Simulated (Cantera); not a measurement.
Feed: 1 mol Cu, 0.35 mol F2, 0.3 mol N2, held at 21.0 Pa.

Cantera equilibrium calculation (NASA polynomials, part measured and part estimated; ideal gas, pure solids and liquids). Candidate condensed phases: Cu, CuF2; 11 gas species. Mutual solubility and eutectic melting of coexisting phases are not modelled. The numbers say what is thermodynamically allowed, not how fast it happens.

Question: Which condensed phases are stable at each of these points (T (K)): 525, 575, 625, 675, 725, 775, 825, 875, 925, 975, 1025, 1075, 1125, 1175?

Answer: 
| T (K) | condensed phases | Cu condensed (%) |
|---|---|---|
| 525 | Cu(s) + CuF2(s) | 100.0 |
| 575 | Cu(s) + CuF2(s) | 100.0 |
| 625 | Cu(s) + CuF2(s) | 100.0 |
| 675 | Cu(s) + CuF2(s) | 100.0 |
| 725 | Cu(s) + CuF2(s) | 100.0 |
| 775 | Cu(s) + CuF2(s) | 100.0 |
| 825 | Cu(s) + CuF2(s) | 100.0 |
| 875 | Cu(s) + CuF2(s) | 100.0 |
| 925 | Cu(s) + CuF2(s) | 99.7 |
| 975 | Cu(s) + CuF2(s) | 98.2 |
| 1025 | Cu(s) + CuF2(s) | 90.2 |
| 1075 | Cu(s) | 50.9 |
| 1125 | Cu(s) | 43.6 |
| 1175 | Cu(s) | 37.3 |

From 525 K to 1025 K the condensed part is Cu(s) + CuF2(s). From 1075 K to 1175 K the condensed part is Cu(s).
